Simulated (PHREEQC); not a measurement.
A solution holds 20 mmol/kgw HCl, 0.15 mmol/kgw LiCl and 0.071 mmol/kgw Fe2(SO4)3, at 25 °C. Closed to the air; pH follows from the charge balance.

Computed with PHREEQC (ion-association model, phreeqc.dat).

Each row changes one thing in this solution. Precipitation was switched off in this run.

```csv
case,pH,ionic strength (mol/kgw),HSO4- (mol/kgw),SO4-2 (mol/kgw),Fe+3 (mol/kgw),FeCl+2 (mol/kgw),SI of Goethite (FeOOH),SI of Hematite (Fe2O3)
as made,1.75,0.0208,0.000103,9.04e-5,7.93e-5,2.48e-5,+1.69,+5.39
diluted 2-fold with water,2.04,0.0104,3.88e-5,5.95e-5,3.77e-5,6.79e-6,+2.34,+6.69
Fe2(SO4)3 from 7.1e-05 to 0.000355 mol/kgw,1.76,0.0226,0.000416,…,…,8.67e-5,+2.25,+6.52
HCl left out,3.68,0.000834,…,0.000206,2.08e-6,7.83e-9,+6.25,+14.50
temperature from 25 to 65 °C,1.76,0.0206,0.000152,…,3.58e-5,3.27e-5,+2.58,+7.33
```

Fill in the missing entries.


- Fe2(SO4)3 from 7.1e-05 to 0.000355 mol/kgw, SO4-2 (mol/kgw): 0.000376
- Fe2(SO4)3 from 7.1e-05 to 0.000355 mol/kgw, Fe+3 (mol/kgw): 0.000283
- HCl left out, HSO4- (mol/kgw): 3.76e-6
- temperature from 25 to 65 °C, SO4-2 (mol/kgw): 5.13e-5

Some of these states are supersaturated (in Hematite (slow to form), Goethite (slow to form), Fe(OH)3(a), for instance). Away from 25 °C the constants follow the database's enthalpies or fits; those with neither stay at their 25 °C values.
